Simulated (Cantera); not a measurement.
A Cantera script and its output.

```python
import numpy as np
import cantera as ct

gas = ct.Solution("gri30.yaml")
gas.TPX = 1875, 13, {'CH4': 1, 'H2': 23}
inlet = ct.Reservoir(gas, clone=True)

reactor = ct.IdealGasConstPressureReactor(gas, energy="off", clone=False)
exhaust = ct.Reservoir(gas, clone=True)
tau = [5, 2.6, 1.3, 0.68, 0.35, 0.18, 0.093, 0.048, 0.025, 0.013, 0.0066][0]
for a, b in ((inlet, reactor), (reactor, exhaust)):
    ct.MassFlowController(a, b, mdot=lambda t: reactor.mass / tau)
net = ct.ReactorNet([reactor])
show = ['CH4', 'H2', 'CH2', 'C2H2', 'C2H4', 'C2H', 'H']

rows = []
print(f"{'tau/s':>10s}{'T/K':>9s}" + "".join(f"{s:>11s}" for s in show))
for tau in [5, 2.6, 1.3, 0.68, 0.35, 0.18, 0.093, 0.048, 0.025, 0.013, 0.0066]:
    net.initial_time = 0.0
    net.advance(30 * tau)
    before = gas.X
    net.advance(40 * tau)
    drift = np.max(np.abs(gas.X - before) / (gas.X + 1e-9))
    rows.append([gas.T, *gas[show].X, drift])
    print(f"{tau:10.3e}{gas.T:9.1f}" + "".join(f"{x:11.3e}" for x in gas[show].X))
```

Result:

```
     tau/s      T/K        CH4         H2        CH2       C2H2       C2H4        C2H          H
 5.000e+00   1875.0  2.575e-02  9.627e-01  4.806e-06  6.694e-03  1.013e-04  2.553e-07  3.096e-03
 2.600e+00   1875.0  3.239e-02  9.599e-01  3.882e-06  3.489e-03  1.225e-04  1.065e-07  2.470e-03
 1.300e+00   1875.0  3.788e-02  9.580e-01  2.173e-06  1.058e-03  1.009e-04  2.172e-08  1.659e-03
 6.800e-01   1875.0  4.035e-02  9.577e-01  8.122e-07  1.846e-04  4.879e-05  2.157e-09  9.436e-04
 3.500e-01   1875.0  4.116e-02  9.579e-01  2.353e-07  2.021e-05  1.444e-05  1.221e-10  4.881e-04
 1.800e-01   1875.0  4.143e-02  9.581e-01  6.419e-08  1.767e-06  3.075e-06  5.476e-12  2.504e-04
 9.300e-02   1875.0  4.155e-02  9.582e-01  1.729e-08  1.389e-07  5.362e-07  2.220e-13  1.292e-04
 4.800e-02   1875.0  4.161e-02  9.583e-01  4.563e-09  1.020e-08  8.255e-08  8.410e-15  6.662e-05
 2.500e-02   1875.0  4.163e-02  9.583e-01  1.201e-09  7.511e-10  1.218e-08  3.220e-16  3.463e-05
 1.300e-02   1875.0  4.165e-02  9.583e-01  3.069e-10  5.352e-11  1.707e-09  1.189e-17  1.795e-05
 6.600e-03   1875.0  4.166e-02  9.583e-01  7.225e-11  3.340e-12  2.125e-10  3.745e-19  9.058e-06
```

Detailed kinetics in Cantera: GRI-Mech 3.0 (53 species, 325 reactions). GRI-Mech 3.0 stops at C3 and has no aromatics, soot or wall deposition, so with more carbon than oxygen in the feed, carbon stays in small species such as C2H2 where larger ones or solid carbon would form. Radical loss at walls, strong at low pressure, is not modelled.
